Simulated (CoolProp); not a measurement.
Aqueous ethylene glycol as a coolant, at -1 °C, 1 atm.

Computed with CoolProp (Melinder's fits for secondary coolants).

```json
[
 {"mass %": "8.1", "freezing point (°C)": "-2.7", "density (kg/m³)": "(withheld)", "conductivity (W/(m K))": "0.529", "Prandtl number": "17.6", "cp (kJ/(kg K))": "4.069"},
 {"mass %": "13.3", "freezing point (°C)": "-4.7", "density (kg/m³)": "1019", "conductivity (W/(m K))": "0.509", "Prandtl number": "21.0", "cp (kJ/(kg K))": "3.981"},
 {"mass %": "18.4", "freezing point (°C)": "(withheld)", "density (kg/m³)": "(withheld)", "conductivity (W/(m K))": "0.489", "Prandtl number": "25.0", "cp (kJ/(kg K))": "3.889"},
 {"mass %": "23.6", "freezing point (°C)": "-10.1", "density (kg/m³)": "1035", "conductivity (W/(m K))": "0.469", "Prandtl number": "29.7", "cp (kJ/(kg K))": "3.789"},
 {"mass %": "28.7", "freezing point (°C)": "(withheld)", "density (kg/m³)": "1043", "conductivity (W/(m K))": "0.450", "Prandtl number": "35.2", "cp (kJ/(kg K))": "3.683"},
 {"mass %": "33.8", "freezing point (°C)": "-17.8", "density (kg/m³)": "1051", "conductivity (W/(m K))": "0.431", "Prandtl number": "41.5", "cp (kJ/(kg K))": "3.571"},
 {"mass %": "39", "freezing point (°C)": "-22.8", "density (kg/m³)": "1059", "conductivity (W/(m K))": "0.413", "Prandtl number": "49.2", "cp (kJ/(kg K))": "3.453"},
 {"mass %": "44.1", "freezing point (°C)": "-28.4", "density (kg/m³)": "1067", "conductivity (W/(m K))": "0.395", "Prandtl number": "58.0", "cp (kJ/(kg K))": "(withheld)"},
 {"mass %": "49.3", "freezing point (°C)": "-35.0", "density (kg/m³)": "1074", "conductivity (W/(m K))": "0.378", "Prandtl number": "68.9", "cp (kJ/(kg K))": "3.214"}
]
```

Q: Complete the blanks.

A: 
- 8.1, density (kg/m³): 1011
- 18.4, freezing point (°C): -7.1
- 18.4, density (kg/m³): 1027
- 28.7, freezing point (°C): -13.6
- 44.1, cp (kJ/(kg K)): 3.335
